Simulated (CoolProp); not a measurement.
R21 along the isotherm 473 K: density (kg/m³) from the reference equation and from simpler models built on Tc = 452.7 K, pc = 5289 kPa, ω = 0.206; each cubic takes its own stable root.

Values from CoolProp's reference Helmholtz-energy equation of state, Platzer 1990. This equation is an older, rougher fit; its heat capacities, sound speeds and derivatives of the liquid may be far off and weren't checked against measurements.

```
p (kPa)          phase  reference  van der Waals  Redlich-Kwong  Soave-Redlich-Kwong  Peng-Robinson
-------  -------------  ---------  -------------  -------------  -------------------  -------------
1650               gas      47.82          47.44          47.95                47.85          48.44
3310               gas      110.4          108.1          110.5                109.8          112.7
4960               gas      205.4          199.1          204.2                200.3          209.3
6610     supercritical      432.2          461.0          436.3                395.1          420.4
8260     supercritical      715.1          569.7          634.4                606.9          660.2
9920     supercritical      807.9          617.4          714.3                694.8          762.2
11600    supercritical      859.5          649.8          767.1                751.3          827.5
13200    supercritical      893.9          673.5          805.5                791.8          874.0
```
